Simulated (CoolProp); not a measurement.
C3F8 (R218) along the isobar 1.01 MPa: density (kg/m³) from the reference equation and from simpler models built on Tc = 345.0 K, pc = 2.640 MPa, ω = 0.317; each cubic takes its own stable root.

The numbers come from the reference Helmholtz-energy equation of state, Lemmon 2006 in CoolProp. It is a short technical equation, of lower accuracy than the large ones.

```json
[
 {"T (K)": "244.4", "phase": "liquid", "reference": "1584"},
 {"T (K)": "261.7", "phase": "liquid", "reference": "1512"},
 {"T (K)": "279", "phase": "liquid", "reference": "1432"},
 {"T (K)": "296.2", "phase": "liquid", "reference": "1338"},
 {"T (K)": "313.5", "phase": "gas", "reference": "93.45"},
 {"T (K)": "330.8", "phase": "gas", "reference": "83.27"},
 {"T (K)": "348.1", "phase": "gas", "reference": "76.01"},
 {"T (K)": "365.3", "phase": "gas", "reference": "70.40"},
 {"T (K)": "382.6", "phase": "gas", "reference": "65.79"}
]
```

Problem. How far does each simpler model (Soave-Redlich-Kwong, Peng-Robinson) lie from the reference over these 9 states: mean and median of the absolute difference, and the worst?

Solution. 
- Soave-Redlich-Kwong: mean 3.2 %, median 0.8 %, worst -9.1 % at 296.2 K and 1.01 MPa
- Peng-Robinson: mean 3.4 %, median 1.8 %, worst +7.3 % at 244.4 K and 1.01 MPa
